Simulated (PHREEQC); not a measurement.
Consider water at 25 °C with 22 mmol/kgw CuCl2 and 0.79 mmol/kgw HBF4. Closed to the air; pH follows from the charge balance.

The numbers come from PHREEQC with the ion-association model, phreeqc.dat.

```tsv
quantity	before	after
pH	2.94	2.76
ionic strength (mol/kgw)	0.0648	0.0655
HF (mol/kgw)	0.00139	0.00222
F- (mol/kgw)	0.00103	0.00110
H3BO3 (mol/kgw)	0.000632	0.000828
HF2- (mol/kgw)	5.51e-6	9.40e-6
```

Problem. Name the change that produced these shifts.
(A) diluted 2-fold with water
(B) HBF4 from 0.00079 to 0.0079 mol/kgw
(C) CuCl2 left out
(D) HBF4 from 0.00079 to 0.00158 mol/kgw
(E) temperature from 25 to 70 °C

Solution. D, HBF4 from 0.00079 to 0.00158 mol/kgw

Precipitation was switched off in this run. Real BF4- forms and hydrolyses slowly; the run takes it at equilibrium.
